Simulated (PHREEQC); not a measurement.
# Metal-bearing waste water (model solution)

Consider water at 25 °C with 0.0077 mol Al2(SO4)3, 0.0038 mol ZnCl2 and 8.6e-05 mol NaF per kg of water. It is in equilibrium with CO2 at log p = 0 (atm). Otherwise closed; pH follows from the charge balance.

All values are PHREEQC results (ion-association model, phreeqc.dat), not measurements.

The pH comes out as 3.82 and the ionic strength is 0.0454 mol/kgw.

| species | molality | activity | log γ |
|---|---|---|---|
| CO2 | 0.0335 | 0.0338 | 0.005 |
| AlSO4+ | 0.0109 | 0.00904 | -0.083 |
| SO4-2 | 0.00816 | 0.00387 | -0.324 |
| Cl- | 0.00758 | 0.00622 | -0.086 |
| Al+3 | 0.00294 | 0.000738 | -0.600 |
| Zn+2 | 0.00258 | 0.00123 | -0.322 |
| Al(SO4)2- | 0.00134 | 0.00111 | -0.083 |
| ZnSO4 | 0.00110 | 0.00112 | 0.005 |

No solid was allowed to form. The solution is supersaturated, for example in Gibbsite (slow to form), so a real one may precipitate; this is no full list. Fluoro complexes past AlF4- and FeF3 are missing from the database.
